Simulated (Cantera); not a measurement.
Feed: 1 mol SiH4, 0.17 mol HCl, 11 mol H2, at 0.290 bar.

Method: chemical equilibrium by Gibbs-energy minimisation in Cantera with the NASA 1993 tables (ideal gas, pure condensed phases). Candidate condensed phases: Si; 19 gas species. The tables' values for SiCl3 are old estimates; treat these amounts as uncertain. The numbers say what is thermodynamically allowed, not how fast it happens. All values below are at 700 °C.

Base state: H2 0.993, HCl 0.00413, SiHCl3 0.00139, SiCl4 0.00103, SiH2Cl2 0.000196, SiCl3 3.14e-5, SiCl2 2.76e-5 (mole fractions); condensed: Si(s).

Q: What changes in the equilibrium state with this change: HCl from 0.17 to 0.32 mol?

A: 
| species | before | after |
|---|---|---|
| H2 | 0.993 | 0.989 |
| HCl | 0.00413 | 0.00515 |
| SiHCl3 | 0.00139 | 0.00270 |
| SiCl4 | 0.00103 | 0.00250 |
| SiCl3 | 3.14e-5 | 6.14e-5 |
| SiCl2 | 2.76e-5 | 4.32e-5 |
| SiH2Cl2 | 0.000196 | 0.000304 |
| Si(s), mol | 0.965 | 0.926 |
